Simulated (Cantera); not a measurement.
Input (Python, Cantera) and output of one run.

```python
import numpy as np
import cantera as ct

gas_names = [...]  # 45 gases of nasa_gas.yaml made of Al, Cl, H, N, O
cond_names = """
    AL(cr) AL(L) ALCL3(s) ALCL3(L) ALN(s) AL2O3(a) AL2O3(L) H2O(s) H2O(L) NH4CL(a) NH4CL(b)
""".split()


# ... load() reads the species with a 1 bar reference pressure and builds the phases ...
atoms = {
    'AlCl3': {'AL': 1, 'CL': 3},
    'O2': {'O': 2},
    'N2': {'N': 2},
    'NH3': {'N': 1, 'H': 3},
}
top_T = {'ALN(s)': 2750}  # K; cautious upper limits of use, not melting points


# ... equilibrate(T, P, feed) seeds the gas with the atoms and calls Mixture.equilibrate('TP', solver="vcs", rtol=1e-11, max_steps=5000) ...
results = []
feed = {'AlCl3': 1, 'O2': 2.4, 'N2': 26, 'NH3': 0.045}  # mol
P = 1333.22  # Pa
for T in [875, 975, 1075, 1175, 1275, 1375, 1475, 1575, 1675, 1775, 1875, 1975]:
    mix = equilibrate(T, P, feed)
    results.append((T, P, feed, dict(zip(mix.species_names, mix.species_moles))))

top = {s: max(r[3][s] / sum(r[3][g] for g in gas_names) for r in results) for s in gas_names}
cols = sorted((s for s in top if top[s] > 0.0001), key=lambda s: -top[s])[:7]
seen = [c for c in cond_names if any(r[3].get(c, 0) > 1e-12 for r in results)]
print("log10 of partial pressures in bar; condensed amounts in mol")
print(f"{'T/K':>10s}" + "".join(f"{s[:9]:>10s}" for s in cols + seen))
for T, P, feed, n in results:
    ng = sum(n[g] for g in gas_names)
    print(f"{T:10.4g}" + "".join(f"{np.log10(max(n[s] / ng * P / 1e5, 1e-99)):10.3f}" for s in cols)
          + "".join(f"{n.get(c, 0):10.4g}" for c in seen))
```

It prints:

```
log10 of partial pressures in bar; condensed amounts in mol
       T/K        N2        CL        O2       CL2       HCL        NO         O  AL2O3(a)
       875    -1.926    -5.929    -3.124    -3.185    -4.213    -7.321   -13.249       0.5
       975    -1.926    -5.171    -3.124    -3.187    -4.212    -6.761   -11.704       0.5
      1075    -1.926    -4.555    -3.124    -3.195    -4.212    -6.306   -10.444       0.5
      1175    -1.927    -4.050    -3.125    -3.217    -4.212    -5.929    -9.398       0.5
      1275    -1.930    -3.642    -3.128    -3.273    -4.215    -5.613    -8.516       0.5
      1375    -1.934    -3.327    -3.133    -3.392    -4.219    -5.344    -7.763    0.4999
      1475    -1.939    -3.112    -3.139    -3.608    -4.224    -5.114    -7.111    0.4997
      1575    -1.943    -2.991    -3.144    -3.933    -4.228    -4.914    -6.543    0.4997
      1675    -1.945    -2.938    -3.149    -4.327    -4.231    -4.736    -6.041    0.4997
      1775    -1.946    -2.918    -3.153    -4.731    -4.233    -4.578    -5.595    0.4998
      1875    -1.947    -2.910    -3.158    -5.114    -4.236    -4.437    -5.198    0.4998
      1975    -1.948    -2.907    -3.164    -5.466    -4.241    -4.311    -4.841    0.4997
```

Cantera equilibrium calculation (NASA polynomials, part measured and part estimated; ideal gas, pure solids and liquids). Condensed phases not in the tables: AlOCl.
